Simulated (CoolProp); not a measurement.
Vapour pressure (MPa) of decamethyltetrasiloxane (MD2M): the reference equation beside estimates from Tc = 599.4 K, pc = 1.144 MPa, ω = 0.635. Clausius-Clapeyron is anchored at 305.4 K with a constant enthalpy of vaporisation of 58.17 kJ/mol.

Values from CoolProp's reference Helmholtz-energy equation of state, Thol 2017.

| T (K) | reference | Lee-Kesler | Clausius-Clapeyron | van der Waals | Redlich-Kwong | Peng-Robinson |
|---|---|---|---|---|---|---|
| 273.8 | 5.973e-6 | 8.344e-6 | 6.534e-6 | 0.01679 | 0.0006725 | 1.075e-5 |
| 279.1 | 9.993e-6 | 1.348e-5 | 1.062e-5 | 0.01931 | 0.0009092 | 1.710e-5 |
| 284.4 | 1.631e-5 | 2.131e-5 | 1.694e-5 | 0.02210 | 0.001212 | 2.665e-5 |
| 289.6 | 2.580e-5 | 3.276e-5 | 2.634e-5 | 0.02511 | 0.001586 | 4.042e-5 |
| 294.9 | 4.030e-5 | 4.984e-5 | 4.066e-5 | 0.02848 | 0.002059 | 6.069e-5 |
| 300.2 | 6.168e-5 | 7.449e-5 | 6.181e-5 | 0.03215 | 0.002644 | 8.957e-5 |
| 305.4 | 9.192e-5 | 0.0001087 | 9.192e-5 | 0.03608 | 0.003342 | 0.0001292 |
| 310.7 | 0.0001356 | 0.0001572 | 0.0001359 | 0.04042 | 0.004201 | 0.0001848 |
| 316 | 0.0001967 | 0.0002240 | 0.0001982 | 0.04512 | 0.005229 | 0.0002605 |
| 321.2 | 0.0002789 | 0.0003127 | 0.0002837 | 0.05010 | 0.006424 | 0.0003600 |
| 326.5 | 0.0003922 | 0.0004334 | 0.0004040 | 0.05555 | 0.007857 | 0.0004943 |
| 331.8 | 0.0005437 | 0.0005931 | 0.0005689 | 0.06141 | 0.009532 | 0.0006702 |
| 337 | 0.0007393 | 0.0007974 | 0.0007876 | 0.06757 | 0.01144 | 0.0008934 |

Absolute difference from the reference over all 13 rows, mean and median: Lee-Kesler 20.3 and 18.3 %, Clausius-Clapeyron 3.0 and 2.1 %, van der Waals 74862.5 and 39151.5 %, Redlich-Kwong 4540.8 and 3535.8 %, Peng-Robinson 44.3 and 40.6 %.
